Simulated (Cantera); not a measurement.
A closed system holds: 1 mol HI, 0.94 mol H2O, 14 mol N2, equilibrated at 702 °C and 133 Pa.

Cantera equilibrium calculation (NASA polynomials, part measured and part estimated; ideal gas, pure solids and liquids). Candidate condensed phases: H2O, I2; 27 gas species. Kinetics and transport are ignored.

### Question
What is the equilibrium state?

### Answer
| Item | Result |
|---|---|
| x(N2) | 0.862 |
| x(H2O) | 0.0579 |
| x(I) | 0.0365 |
| x(HI) | 0.0232 |
| x(H2) | 0.0192 |
| x(I2) | 0.000928 |
| gas amount | 16.24 mol |
| log10 activity of I2(l) (absent) | -7.95 |
